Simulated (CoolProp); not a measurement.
Properties of R236EA at several states.

Model: reference Helmholtz-energy equation of state, Rui 2013, in CoolProp.

```json
[
 {"T (K)": "360.1", "p (MPa)": "0.0596", "phase": "gas", "cp (kJ/(kg K))": "0.9460", "cv (kJ/(kg K))": "0.8884", "fugacity coefficient": "0.9902"},
 {"T (K)": "271.6", "p (MPa)": "0.336", "phase": "liquid", "cp (kJ/(kg K))": "1.225", "cv (kJ/(kg K))": "0.8705", "fugacity coefficient": "0.2129"},
 {"T (K)": "329", "p (MPa)": "0.0153", "phase": "gas", "cp (kJ/(kg K))": "0.8968", "cv (kJ/(kg K))": "0.8411", "fugacity coefficient": "0.9965"},
 {"T (K)": "294.3", "p (MPa)": "0.696", "phase": "liquid", "cp (kJ/(kg K))": "1.251", "cv (kJ/(kg K))": "0.8852", "fugacity coefficient": "0.2477"},
 {"T (K)": "283.9", "p (MPa)": "0.0339", "phase": "gas", "cp (kJ/(kg K))": "0.8323", "cv (kJ/(kg K))": "0.7735", "fugacity coefficient": "0.9867"}
]
```
